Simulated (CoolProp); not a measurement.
A single-stage vapour-compression cycle with the fluid: evaporating at 223.15 K (dew point), condensing at 273.15 K (bubble point), superheat 2 K, subcooling 2 K, compressor efficiency 0.9, no pressure losses. The same conditions are run with several fluids, on thermodynamics alone (safety and materials aside).

Values from CoolProp's reference Helmholtz-energy equation of state of each fluid (R143a: Lemmon and Jacobsen 2000; propane: Lemmon 2009; dimethyl ether: Wu 2011; C2F6 (R116): Lemmon 2006; R410A: Lemmon 2003; R115: Lemmon 2016). Blends and air are pseudo-pure fits.

```json
[
 {"fluid": "R143a", "cooling COP": "3.23", "pressure ratio": "6.98", "discharge temperature (K)": "294.5", "refrigerating effect (kJ/kg)": "163", "volumetric capacity (kJ/m³)": "680"},
 {"fluid": "propane", "cooling COP": "3.33", "pressure ratio": "6.72", "discharge temperature (K)": "296.9", "refrigerating effect (kJ/kg)": "324", "volumetric capacity (kJ/m³)": "555"},
 {"fluid": "dimethyl ether", "cooling COP": "3.40", "pressure ratio": "9.12", "discharge temperature (K)": "313.7", "refrigerating effect (kJ/kg)": "388", "volumetric capacity (kJ/m³)": "283"},
 {"fluid": "C2F6 (R116)", "cooling COP": "2.36", "pressure ratio": "4.98", "discharge temperature (K)": "277.1", "refrigerating effect (kJ/kg)": "49.8", "volumetric capacity (kJ/m³)": "1530"},
 {"fluid": "R410A", "cooling COP": "3.24", "pressure ratio": "7.38", "discharge temperature (K)": "316.4", "refrigerating effect (kJ/kg)": "205", "volumetric capacity (kJ/m³)": "902"},
 {"fluid": "R115", "cooling COP": "3.09", "pressure ratio": "7.24", "discharge temperature (K)": "274.8", "refrigerating effect (kJ/kg)": "84.3", "volumetric capacity (kJ/m³)": "436"}
]
```
